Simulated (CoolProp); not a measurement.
Vapour-liquid equilibrium of CHF3 (R23) (1) + isopentane (2) at -15.25 °C; x and y are mole fractions of (1).

Values from CoolProp's multi-fluid Helmholtz-energy mixture model, Penoncello 2003 and Lemmon 2006; pair parameters Bell 2016.

```json
[
 {"x": "0.05", "bubble pressure (MPa)": "0.2828", "y at the bubble point": "0.936", "dew pressure at overall composition x (MPa)": "0.01797", "liquid density (mol/L)": "9.304"},
 {"x": "0.125", "bubble pressure (MPa)": "0.6382", "y at the bubble point": "0.969", "dew pressure at overall composition x (MPa)": "0.01953", "liquid density (mol/L)": "9.674"},
 {"x": "0.2", "bubble pressure (MPa)": "0.9184", "y at the bubble point": "0.977", "dew pressure at overall composition x (MPa)": "0.02137", "liquid density (mol/L)": "10.06"},
 {"x": "0.275", "bubble pressure (MPa)": "1.113", "y at the bubble point": "0.981", "dew pressure at overall composition x (MPa)": "0.02361", "liquid density (mol/L)": "10.47"},
 {"x": "0.35", "bubble pressure (MPa)": "1.229", "y at the bubble point": "0.982", "dew pressure at overall composition x (MPa)": "0.02635", "liquid density (mol/L)": "10.90"},
 {"x": "0.425", "bubble pressure (MPa)": "1.284", "y at the bubble point": "0.983", "dew pressure at overall composition x (MPa)": "0.02982", "liquid density (mol/L)": "11.35"},
 {"x": "0.5", "bubble pressure (MPa)": "1.303", "y at the bubble point": "0.983", "dew pressure at overall composition x (MPa)": "0.03432", "liquid density (mol/L)": "11.83"},
 {"x": "0.575", "bubble pressure (MPa)": "1.306", "y at the bubble point": "0.983", "dew pressure at overall composition x (MPa)": "0.04042", "liquid density (mol/L)": "12.34"},
 {"x": "0.65", "bubble pressure (MPa)": "1.310", "y at the bubble point": "0.983", "dew pressure at overall composition x (MPa)": "0.04916", "liquid density (mol/L)": "12.88"},
 {"x": "0.725", "bubble pressure (MPa)": "1.326", "y at the bubble point": "0.983", "dew pressure at overall composition x (MPa)": "0.06273", "liquid density (mol/L)": "13.47"},
 {"x": "0.8", "bubble pressure (MPa)": "1.363", "y at the bubble point": "0.985", "dew pressure at overall composition x (MPa)": "0.08665", "liquid density (mol/L)": "14.11"},
 {"x": "0.875", "bubble pressure (MPa)": "1.427", "y at the bubble point": "0.988", "dew pressure at overall composition x (MPa)": "0.1401", "liquid density (mol/L)": "14.82"},
 {"x": "0.95", "bubble pressure (MPa)": "1.526", "y at the bubble point": "0.994", "dew pressure at overall composition x (MPa)": "0.3673", "liquid density (mol/L)": "15.64"}
]
```

No azeotrope shows between x = 0.05 and 0.95.

The pair parameters rest on a limited set of measurements; away from them the model extrapolates. The gap from Raoult's law changes sign with composition, which may be real or a fault of the pair parameters; it wasn't checked against measurements. With so large a gap from Raoult's law the liquid may split in two, which this calculation doesn't test in full.
